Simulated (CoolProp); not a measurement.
Properties of nitrous oxide along the isotherm 102.75 °C.

Values from CoolProp's reference Helmholtz-energy equation of state, Lemmon 2006. It is a short technical equation, of lower accuracy than the large ones.

```csv
p (bar),phase,speed of sound (m/s),Joule-Thomson coefficient (K/MPa),isothermal compressibility (1/MPa),expansivity (1/kK),fugacity coefficient
1.15,gas,297.3,6.448,8.721,2.687,0.9971
1.93,gas,296.9,6.447,5.207,2.705,0.9951
3.26,gas,296.4,6.446,3.093,2.736,0.9918
5.51,gas,295.4,6.444,1.841,2.791,0.9861
9.29,gas,293.9,6.440,1.103,2.885,0.9767
15.7,gas,291.2,6.430,0.6640,3.055,0.9608
26.5,gas,286.7,?,0.4058,3.374,0.9345
44.7,gas,279.5,6.335,0.2548,4.022,0.8912
75.4,supercritical,268.4,6.070,0.1688,5.557,0.8211
127,supercritical,262.0,4.849,0.1175,9.616,0.7127
215,supercritical,?,1.900,0.04024,8.841,0.5738
362,supercritical,504.1,0.4874,0.01086,4.381,?
```

Problem. Fill in the missing entries.

Solution. 
- 26.5, Joule-Thomson coefficient (K/MPa): 6.406
- 215, speed of sound (m/s): 338.6
- 362, fugacity coefficient: 0.4701
